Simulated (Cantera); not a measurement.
Charge: 1 mol HBr, 4.7 mol H₂O, 0.33 mol H₂, held at 1 atm.

Equilibrium computed with Cantera from the NASA thermochemical tables; the gas is ideal and each condensed phase is pure. Candidate condensed phases: Br₂, H₂O; 12 gas species. Rates play no part. All values below are at 2773 K.

Base state: H₂O 0.646, H₂ 0.126, Br 0.0912, HBr 0.0593, OH 0.0369, H 0.0262, O₂ 0.0100, O 0.00485 (mole fractions); condensed: gas only.

What changes in the equilibrium state with this change: H₂O from 4.7 to 0.14 mol?


| species | before | after |
|---|---|---|
| H₂ | 0.126 | 0.310 |
| HBr | 0.0593 | 0.287 |
| Br | 0.0912 | 0.281 |
| H₂O | 0.646 | 0.0767 |
| O₂ | 0.0100 | 2.32e-5 |
| OH | 0.0369 | 0.00279 |
| H | 0.0262 | 0.0411 |
| O | 0.00485 | 0.000233 |
| Br₂ | 5.54e-5 | 0.000527 |
